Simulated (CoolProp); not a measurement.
Properties of dimethyl carbonate along the isobar 2440 kPa.

Computed with CoolProp (reference Helmholtz-energy equation of state, Zhou 2011).

```json
[
 {"T (°C)": "202.85", "phase": "liquid", "Z": "0.07006", "cp (kJ/(kg K))": "2.345", "isothermal compressibility (1/MPa)": "(withheld)", "expansivity (1/kK)": "2.617"},
 {"T (°C)": "211.05", "phase": "liquid", "Z": "0.07044", "cp (kJ/(kg K))": "2.400", "isothermal compressibility (1/MPa)": "0.007006", "expansivity (1/kK)": "2.858"},
 {"T (°C)": "219.35", "phase": "liquid", "Z": "(withheld)", "cp (kJ/(kg K))": "2.469", "isothermal compressibility (1/MPa)": "0.008434", "expansivity (1/kK)": "3.180"},
 {"T (°C)": "227.65", "phase": "liquid", "Z": "0.07182", "cp (kJ/(kg K))": "2.559", "isothermal compressibility (1/MPa)": "0.01049", "expansivity (1/kK)": "3.626"},
 {"T (°C)": "244.15", "phase": "gas", "Z": "0.7214", "cp (kJ/(kg K))": "2.077", "isothermal compressibility (1/MPa)": "0.6375", "expansivity (1/kK)": "5.806"},
 {"T (°C)": "252.45", "phase": "gas", "Z": "0.7428", "cp (kJ/(kg K))": "(withheld)", "isothermal compressibility (1/MPa)": "0.6029", "expansivity (1/kK)": "5.125"},
 {"T (°C)": "260.65", "phase": "gas", "Z": "0.7612", "cp (kJ/(kg K))": "2.011", "isothermal compressibility (1/MPa)": "0.5775", "expansivity (1/kK)": "4.624"},
 {"T (°C)": "268.95", "phase": "gas", "Z": "0.7775", "cp (kJ/(kg K))": "1.994", "isothermal compressibility (1/MPa)": "0.5575", "expansivity (1/kK)": "4.229"},
 {"T (°C)": "277.25", "phase": "gas", "Z": "0.7921", "cp (kJ/(kg K))": "1.984", "isothermal compressibility (1/MPa)": "0.5414", "expansivity (1/kK)": "3.911"},
 {"T (°C)": "285.55", "phase": "gas", "Z": "0.8051", "cp (kJ/(kg K))": "1.977", "isothermal compressibility (1/MPa)": "0.5282", "expansivity (1/kK)": "3.648"},
 {"T (°C)": "293.75", "phase": "gas", "Z": "0.8168", "cp (kJ/(kg K))": "1.974", "isothermal compressibility (1/MPa)": "(withheld)", "expansivity (1/kK)": "3.430"},
 {"T (°C)": "302.05", "phase": "gas", "Z": "0.8276", "cp (kJ/(kg K))": "1.974", "isothermal compressibility (1/MPa)": "0.5077", "expansivity (1/kK)": "3.240"},
 {"T (°C)": "310.35", "phase": "gas", "Z": "0.8375", "cp (kJ/(kg K))": "1.975", "isothermal compressibility (1/MPa)": "0.4995", "expansivity (1/kK)": "3.075"},
 {"T (°C)": "318.55", "phase": "gas", "Z": "0.8465", "cp (kJ/(kg K))": "1.978", "isothermal compressibility (1/MPa)": "0.4924", "expansivity (1/kK)": "2.932"},
 {"T (°C)": "326.85", "phase": "gas", "Z": "0.8549", "cp (kJ/(kg K))": "1.981", "isothermal compressibility (1/MPa)": "0.4861", "expansivity (1/kK)": "(withheld)"}
]
```

### Question
Some entries are withheld; supply them.

### Answer

- 202.85, isothermal compressibility (1/MPa): 0.005967
- 219.35, Z: 0.07100
- 252.45, cp (kJ/(kg K)): 2.037
- 293.75, isothermal compressibility (1/MPa): 0.5172
- 326.85, expansivity (1/kK): 2.804
